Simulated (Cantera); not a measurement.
What does this Cantera script print?

```python
import numpy as np
import cantera as ct

gas = ct.Solution("h2o2.yaml")
gas.TPX = 1398, 110, {'H2': 0.046, 'O2': 1, 'N2': 0.68}
reactor = ct.IdealGasConstPressureReactor(gas, energy="off", clone=False)
net = ct.ReactorNet([reactor])
net.rtol, net.atol = 1e-08, 1e-18
show = ['H2', 'O2', 'HO2', 'H', 'H2O2', 'O', 'H2O']
times = np.geomspace(0.0008, 4, 12)

steps = ct.SolutionArray(gas, extra=["t"])
rows = []
print(f"{'t/s':>10s}{'T/K':>9s}{'P/Pa':>11s}" + "".join(f"{s:>11s}" for s in show))
for t in times:
    while net.time < t:
        t_next = net.step()
        steps.append(gas.state, t=t_next)
    rows.append([np.interp(t, steps.t, y) for y in (steps.T, steps.P, *steps(*show).X.T)])
    print(f"{t:10.3e}{rows[-1][0]:9.1f}{rows[-1][1]:11.4g}" + "".join(f"{x:11.3e}" for x in rows[-1][2:]))
rate = np.gradient(steps.T, steps.t)
print("integrator steps:", len(steps.t))
if steps.T.max() > steps.T[0] + 200:
    print(f"time of steepest temperature rise: {steps.t[rate.argmax()]:.4e} s")
gas.TPX = 1398, 110, {'H2': 0.046, 'O2': 1, 'N2': 0.68}
gas.equilibrate("TP")
print(f"equilibrium (TP): T = {gas.T:.1f} K  " + "  ".join(f"{s} {gas[s].X[0]:.3e}" for s in show))
```

It prints:

```
       t/s      T/K       P/Pa         H2         O2        HO2          H       H2O2          O        H2O
 8.000e-04   1398.0        110  2.665e-02  5.794e-01  2.317e-08  1.313e-08  7.277e-12  1.345e-08  3.388e-09
 1.735e-03   1398.0        110  2.665e-02  5.794e-01  5.021e-08  2.683e-08  3.341e-11  4.929e-08  2.577e-08
 3.764e-03   1398.0        110  2.665e-02  5.794e-01  1.087e-07  9.324e-08  1.492e-10  2.364e-07  2.203e-07
 8.164e-03   1398.0        110  2.665e-02  5.794e-01  2.345e-07  1.074e-06  6.290e-10  3.022e-06  3.859e-06
 1.771e-02   1398.0        110  2.565e-02  5.786e-01  3.064e-07  1.830e-04  1.628e-09  5.204e-04  7.031e-04
 3.841e-02   1398.0        110  6.263e-04  5.565e-01  8.194e-08  3.109e-03  2.714e-09  1.954e-02  2.267e-02
 8.331e-02   1398.0        110  4.059e-04  5.560e-01  7.700e-08  2.833e-03  2.250e-09  2.032e-02  2.323e-02
 1.807e-01   1398.0        110  4.045e-04  5.561e-01  7.691e-08  2.816e-03  2.249e-09  2.024e-02  2.324e-02
 3.920e-01   1398.0        110  4.014e-04  5.562e-01  7.671e-08  2.780e-03  2.246e-09  2.007e-02  2.328e-02
 8.502e-01   1398.0        110  3.947e-04  5.566e-01  7.628e-08  2.705e-03  2.239e-09  1.969e-02  2.334e-02
 1.844e+00   1398.0        110  3.807e-04  5.572e-01  7.536e-08  2.550e-03  2.224e-09  1.891e-02  2.347e-02
 4.000e+00   1398.0        110  3.524e-04  5.585e-01  7.336e-08  2.248e-03  2.189e-09  1.735e-02  2.374e-02
integrator steps: 609
equilibrium (TP): T = 1398.0 K  H2 4.733e-07  O2 5.736e-01  HO2 1.786e-08  H 9.882e-08  H2O2 7.472e-11  O 2.108e-05  H2O 2.695e-02
```

Computed with Cantera and the H2/O2 subset of GRI-Mech 3.0, which has no nitrogen chemistry. Radical loss at walls, strong at low pressure, is not modelled.
